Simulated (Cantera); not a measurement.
Input: 1 mol SiH₂Cl₂, 3.8 mol N₂, 2.3 mol H₂, at 26.0 Pa.

These are equilibrium values from Cantera (NASA tables, ideal gas, pure condensed phases), not measurements of a reactor. Candidate condensed phases: NH₄Cl, Si, Si₃N₄; 28 gas species. N₂ is the only nitrogen source here; it is nearly inert below about 1500 K, so the nitride shown seldom forms there in practice. Mutual solubility and eutectic melting of coexisting phases are not modelled. Equilibrium is a limit: real reactors are often held back by kinetics, nucleation or transport.

Problem. Which condensed phases are stable at each of these points (T (K)): 1348, 1398, 1448, 1498, 1548, 1598, 1648?

Solution. 
```csv
T (K),condensed phases,Si condensed (%)
1348,Si₃N₄(s),81.2
1398,Si₃N₄(s),70.1
1448,Si₃N₄(s),58.1
1498,Si₃N₄(s),46.9
1548,Si(s) + Si₃N₄(s),37.1
1598,Si(s),36.4
1648,Si(s),35.3
```

From 1348 K to 1498 K the condensed part is Si₃N₄(s). At 1548 K the condensed part is Si(s) + Si₃N₄(s). From 1598 K to 1648 K the condensed part is Si(s).
